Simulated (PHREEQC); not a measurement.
# Silver or lead bath: speciation

Solution (25 °C): 0.00032 mol Ag2SO4 and 0.00024 mol HF per kg of water. Closed to the air; pH follows from the charge balance.

All values are PHREEQC results (ion-association model, wateq4f.dat), not measurements.

This is a speciation only: nothing precipitates in the calculation.

### Question
Estimate the pH.

### Answer
pH 3.75.

### Question
In which forms is S present?

### Answer
SO4-2 97 %, HSO4- 1.5 %, AgSO4- 1.0 % of the S.
